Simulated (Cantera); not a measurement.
Input: 1 mol ZrO2, 6.3 mol H2, 1.1 mol N2, held at 1275 K and 63.8 Torr.

These are equilibrium values from Cantera (NASA tables, ideal gas, pure condensed phases), not measurements of a reactor. Candidate condensed phases: H2O, Zr, ZrN, ZrO2; 28 gas species. The numbers say what is thermodynamically allowed, not how fast it happens.

**Question.** What is the equilibrium state?

**Answer.** 
* **x(H2)**: 0.851
* **x(N2)**: 0.149
* **x(NH3)**: 3.54e-6
* **x(H)**: 2.33e-6
* **x(H2O)**: 1.60e-6
* **n(ZrO2(monoclinic))**: 1.000 mol
* **gas amount**: 7.400 mol
* **log10 activity of Zr(β) (absent)**: -9.16
